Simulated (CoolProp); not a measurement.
CH2F2 (R32) at several states: fugacity coefficient from the reference equation and from simpler models built on Tc = 351.3 K, pc = 57.83 bar, ω = 0.277; each cubic takes its own stable root.

The numbers come from the reference Helmholtz-energy equation of state, Tillner-Roth 1997 in CoolProp.

```csv
T (K),p (bar),phase,reference,van der Waals,Redlich-Kwong
276.3,13,liquid,0.5973,0.8825,0.8301
154.9,0.685,liquid,0.008579,0.9318,0.02789
208.6,0.832,liquid,0.5871,0.9858,0.9795
376.7,137,supercritical,0.4358,0.4765,0.4617
```

At some of these states van der Waals, Redlich-Kwong gives the other phase, because its saturation line lies elsewhere.
